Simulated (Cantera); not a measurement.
Mixture: 5.00 % CH₄, 15.0 % O₂, 80.0 % N₂, equivalence ratio 0.67, at 750 Torr, adiabatic and at constant volume. Ignition delay is the time to a rise of 400 K.

Computed with Cantera and GRI-Mech 3.0 (53 species, 325 reactions).

### Question
Predict: delay at 1323 K; delay at 1473 K; delay at 1623 K; delay at 1773 K; delay at 1923 K; apparent activation energy between 1848 and 1998 K.

### Answer
```json
{
 "delay at 1323 K": "9.50 ms",
 "delay at 1473 K": "1.70 ms",
 "delay at 1623 K": "0.438 ms",
 "delay at 1773 K": "0.153 ms",
 "delay at 1923 K": "65.2 µs",
 "apparent activation energy between 1848 and 1998 K": "160 kJ/mol"
}
```
